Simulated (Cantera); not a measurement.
Input: 1 mol SiC, 1.3 mol O₂, 430 mol N₂, at 0.00398 Torr.

Cantera equilibrium calculation (NASA polynomials, part measured and part estimated; ideal gas, pure solids and liquids). Candidate condensed phases: C, Si, SiC, SiO₂, Si₂N₂O, Si₃N₄; 34 gas species. The tables hold silica as quartz up to 1696 K and as liquid above; real silica turns to tridymite and cristobalite and melts near 1996 K. Rates play no part.

**Question.** Which condensed phases are stable at each of these points (T (°C)): 1327, 1402, 1477, 1552, 1627, 1702, 1777, 1852?

**Answer.** 
```
T (°C)  condensed phases  Si condensed (%)
------  ----------------  ----------------
1327      SiO₂(β-quartz)               9.2
1402            gas only               0.0
1477            gas only               0.0
1552            gas only               0.0
1627            gas only               0.0
1702            gas only               0.0
1777            gas only               0.0
1852            gas only               0.0
```

At 1327 °C the condensed part is SiO₂(β-quartz). From 1402 °C to 1852 °C nothing is condensed.
